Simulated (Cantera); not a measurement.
## Premixed flame

A freely propagating, adiabatic, planar premixed flame of H₂ : O₂ : N₂ = 1 : 0.806 : 3.03 (molar parts), equivalence ratio 0.62, unburnt at 575 K and 600000 Pa; multicomponent transport, grid criteria slope 0.08 and curve 0.16, no radiation.

Model: the H2/O2 subset of GRI-Mech 3.0, which has no nitrogen chemistry, integrated in Cantera. The hydrogen kinetics of GRI-Mech 3.0 are dated; newer H2 mechanisms differ, most at raised pressure. Burning velocities carry a grid error of a few per cent, more on coarse grids. Lean hydrogen flames are cellular in practice and burn faster than this planar one.

```csv
z (mm),T (K),u (m/s),x H₂,x O₂,x O,x H₂O₂,x HO₂,x H
-0.153,575,2.17,0.206,0.167,<1e-8,<1e-8,3.38e-8,<1e-8
-0.102,576,2.17,0.203,0.167,<1e-8,1.22e-7,5.56e-7,<1e-8
-0.0764,578,2.16,0.197,0.169,1.24e-8,1.07e-6,4.81e-6,<1e-8
-0.0509,592,2.18,0.182,0.171,1.58e-7,8.27e-6,3.82e-5,<1e-8
-0.0255,749,2.65,0.136,0.171,1.89e-5,0.000109,0.000670,3.71e-5
-0.0127,1053,3.64,0.0944,0.155,0.000355,0.000139,0.000749,0.000891
0,1405,4.81,0.0523,0.124,0.00204,2.74e-5,0.000427,0.00361
0.0127,1650,5.63,0.0245,0.0973,0.00397,5.53e-6,0.000239,0.00511
0.0255,1791,6.11,0.0122,0.0835,0.00446,3.45e-6,0.000145,0.00434
0.0509,1923,6.54,0.00518,0.0761,0.00326,2.08e-6,7.00e-5,0.00210
0.102,2007,6.81,0.00207,0.0745,0.00142,1.17e-6,2.73e-5,0.000555
0.204,2044,6.92,0.000681,0.0746,0.000478,6.28e-7,9.80e-6,0.000105
0.407,2057,6.96,0.000245,0.0749,0.000184,3.95e-7,4.84e-6,2.41e-5
```
x: mole fraction of selected species; z is measured from the peak of heat release.

The laminar burning velocity is 218 cm/s and the thermal thickness is 0.0509 mm. The peak x(O) is 0.00447 and the peak x(H₂O₂) is 0.000150. The peak x(HO₂) comes out as 0.000852 and the peak x(H) is 0.00511.
